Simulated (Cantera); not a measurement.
## Gas-phase reforming

An isothermal, constant-pressure homogeneous reactor starts with CH4 : H2O : H2 = 1 : 3.6 : 0.59 (molar parts), at 1375 K and 1.38 atm.

Detailed kinetics in Cantera: GRI-Mech 3.0 (53 species, 325 reactions).

| t (s) | x CH4 | x H2O | x H2 | x C2H | x O2 | x CH2CO |
|---|---|---|---|---|---|---|
| 4.00e-5 | 0.193 | 0.694 | 0.114 | <1e-12 | <1e-12 | <1e-12 |
| 0.000123 | 0.193 | 0.694 | 0.114 | <1e-12 | <1e-12 | <1e-12 |
| 0.000380 | 0.193 | 0.694 | 0.114 | <1e-12 | <1e-12 | <1e-12 |
| 0.00117 | 0.193 | 0.694 | 0.114 | <1e-12 | <1e-12 | <1e-12 |
| 0.00360 | 0.193 | 0.694 | 0.114 | <1e-12 | <1e-12 | <1e-12 |
| 0.0111 | 0.192 | 0.694 | 0.114 | <1e-12 | <1e-12 | 7.71e-11 |
| 0.0342 | 0.192 | 0.693 | 0.114 | <1e-12 | <1e-12 | 5.52e-9 |
| 0.105 | 0.190 | 0.693 | 0.116 | 1.19e-12 | <1e-12 | 1.30e-7 |
| 0.325 | 0.185 | 0.690 | 0.121 | 7.50e-12 | <1e-12 | 9.89e-7 |
| 1.00 | 0.171 | 0.682 | 0.137 | 2.71e-11 | <1e-12 | 3.57e-6 |
x: mole fraction; the columns are a selection and need not sum to one.

Equilibrium at this temperature and pressure: CH4 2.13e-6, H2O 0.330, H2 0.531, C2H <1e-12, O2 <1e-12, CH2CO 2.71e-12 (gas phase only).
